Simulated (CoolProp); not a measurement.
Vapour pressure (kPa) of methane: the reference equation beside estimates from Tc = -82.6 °C, pc = 4599 kPa, ω = 0.011. Clausius-Clapeyron is anchored at -160.55 °C with a constant enthalpy of vaporisation of 8.168 kJ/mol.

Computed with CoolProp (reference Helmholtz-energy equation of state, Setzmann 1991).

| T (°C) | reference | Lee-Kesler | Clausius-Clapeyron | Peng-Robinson |
|---|---|---|---|---|
| -171.75 | ? | 38.67 | 41.72 | 40.09 |
| -166.15 | 67.77 | ? | 69.26 | 68.34 |
| -160.55 | 109.3 | ? | 109.3 | 110.1 |
| -154.95 | 168.2 | 166.7 | 165.3 | ? |
| -149.35 | 248.4 | 247.2 | 240.7 | 249.9 |
| -143.75 | 354.3 | 353.7 | 339.4 | 356.3 |
| -138.15 | 490.4 | 490.6 | 465.0 | 493.2 |
| -132.55 | 661.3 | ? | 621.3 | 665.3 |
| -126.95 | 871.9 | 873.8 | 812.0 | 877.6 |
| -121.35 | 1127 | 1129 | 1040 | 1135 |
| -115.75 | 1432 | 1434 | 1310 | 1443 |
| -110.15 | 1792 | 1793 | 1623 | 1807 |

### Question
Fill in the missing entries.

### Answer

- -171.75, reference: 39.69
- -166.15, Lee-Kesler: 66.44
- -160.55, Lee-Kesler: 107.8
- -154.95, Peng-Robinson: 169.3
- -132.55, Lee-Kesler: 662.4

Absolute difference from the reference over all 12 rows, mean and median: Lee-Kesler 0.7 and 0.2 %, Clausius-Clapeyron 5.0 and 5.1 %, Peng-Robinson 0.7 and 0.7 %.
